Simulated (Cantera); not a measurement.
An adiabatic, constant-volume homogeneous reactor starts with 13.9 % CH4, 7.36 % H2, 16.5 % O2, 62.2 % N2, equivalence ratio 1.9, at 1773 K and 0.987 atm.

Model: GRI-Mech 3.0 (53 species, 325 reactions), integrated in Cantera.

One state of this run: T (K) = 2930; P (bar) = 1.89; x CH4 = 6.19e-12; x H2 = 0.146; x O2 = 0.000598; x H2O = 0.138; x CH2 = 1.16e-11; x CO = 0.108. x: mole fraction; the columns are a selection and need not sum to one.

Task: Which value of t (s) does it belong to?
A) 4.05e-5
B) 0.000105
C) 0.219
D) 6.00e-6

Result: C, 0.219
